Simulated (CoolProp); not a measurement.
Vapour-liquid equilibrium of 1-butene (1) + acetone (2) at 0.407 bar; x and y are mole fractions of (1).

Computed with CoolProp (multi-fluid Helmholtz-energy mixture model, Lemmon 2005 and Lemmon 2006; pair parameters Bell 2016).

| x | bubble temperature, mixture model (K) | bubble temperature, Raoult's law (K) | y, mixture model | y, Raoult's law |
|---|---|---|---|---|
| 0.05 | 282.8 | 296.1 | 0.639 | 0.343 |
| 0.15 | 262.6 | 283.2 | 0.886 | 0.677 |
| 0.25 | 255.0 | 274.1 | 0.933 | 0.820 |
| 0.35 | 251.7 | 267.4 | 0.948 | 0.891 |
| 0.45 | 250.2 | 262.2 | 0.955 | 0.932 |
| 0.55 | 249.5 | 258.0 | 0.958 | 0.956 |
| 0.65 | 249.0 | 254.5 | 0.961 | 0.973 |
| 0.75 | 248.4 | 251.5 | 0.965 | 0.984 |
| 0.85 | 247.5 | 248.9 | 0.973 | 0.992 |
| 0.95 | 246.3 | 246.6 | 0.988 | 0.998 |

The largest gap from Raoult's law is -20.6 K in bubble temperature, at x = 0.15. No azeotrope shows between x = 0.05 and 0.95.

Pair parameters are fitted to limited data, so mixtures are less certain than the pure fluids. With so large a gap from Raoult's law the liquid may split in two, which this calculation doesn't test in full.
